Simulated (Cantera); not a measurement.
Input: 1 mol Ta2O5, 1.2 mol H2, 5.3 mol H2O, at 1350 °C and 578 Torr.

Cantera equilibrium calculation (NASA polynomials, part measured and part estimated; ideal gas, pure solids and liquids). Candidate condensed phases: H2O, Ta, Ta2O5; 12 gas species. Equilibrium is a limit: real reactors are often held back by kinetics, nucleation or transport.

Q: What is the equilibrium state?

A: 
```json
{
  "x(H2O)": "0.815",
  "x(H2)": "0.185",
  "x(H)": "3.39e-5",
  "x(OH)": "6.27e-6",
  "n(Ta2O5(s))": "1.00 mol",
  "gas_amount": "6.500 mol",
  "log10 activity of Ta(s) (absent)": "-10.69"
}
```
